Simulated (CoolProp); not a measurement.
Model: reference Helmholtz-energy equation of state, Lemmon and Jacobsen 2000, in CoolProp.

### Question
Give the vapour pressure (kPa), vapour density (kg/m³), liquid viscosity (µPa s) of saturated R143a at 199, 225.9 K.

### Answer
```csv
T (K),p (kPa),vapour density (kg/m³),liquid viscosity (µPa s)
199,23.1,1.20,289
225.9,101,4.77,218
```

Viscosity comes from a separate model (Klein 1997), an estimate that may be off by 10 % or more.
